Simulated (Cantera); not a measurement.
A freely propagating, adiabatic, planar premixed flame of 31.1 % CO, 2.36 % H₂, 13.9 % O₂, 52.6 % N₂, equivalence ratio 1.2, unburnt at 450 K and 0.390 bar; multicomponent+Soret transport, grid criteria slope 0.08 and curve 0.16, no radiation.

Model: GRI-Mech 3.0 (53 species, 325 reactions), integrated in Cantera. Burning velocities carry a grid error of a few per cent, more on coarse grids.

Predict: laminar burning velocity; thermal thickness; peak x(H₂O₂).


```json
{
  "laminar_burning_velocity": "105 cm/s",
  "thermal_thickness": "2.48 mm",
  "peak x(H₂O₂)": "3.17e-5"
}
```
